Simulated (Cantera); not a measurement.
Feed: 1 mol C2H5OH, a varied amount of H2, equilibrated at 2823.15 K and 14.0 mbar.

Cantera equilibrium calculation (NASA polynomials, part measured and part estimated; ideal gas, pure solids and liquids). Candidate condensed phases: C, C6H6, C7H8, C8H18, H2O; 110 gas species. Kinetics and transport are ignored.

Which condensed phases are stable at each of these points (n(H2) (mol)): 0.83, 1.6, 3.2, 6.3, 12, 24, 48, 94?


```json
[
 {"n(H2) (mol)": "0.83", "condensed phases": "C(graphite)", "C condensed (%)": "36.8"},
 {"n(H2) (mol)": "1.6", "condensed phases": "C(graphite)", "C condensed (%)": "34.2"},
 {"n(H2) (mol)": "3.2", "condensed phases": "C(graphite)", "C condensed (%)": "28.8"},
 {"n(H2) (mol)": "6.3", "condensed phases": "C(graphite)", "C condensed (%)": "18.4"},
 {"n(H2) (mol)": "12", "condensed phases": "gas only", "C condensed (%)": "0.0"},
 {"n(H2) (mol)": "24", "condensed phases": "gas only", "C condensed (%)": "0.0"},
 {"n(H2) (mol)": "48", "condensed phases": "gas only", "C condensed (%)": "0.0"},
 {"n(H2) (mol)": "94", "condensed phases": "gas only", "C condensed (%)": "0.0"}
]
```

From 0.83 mol H2 to 6.3 mol H2 the condensed part is C(graphite). From 12 mol H2 to 94 mol H2 nothing is condensed.
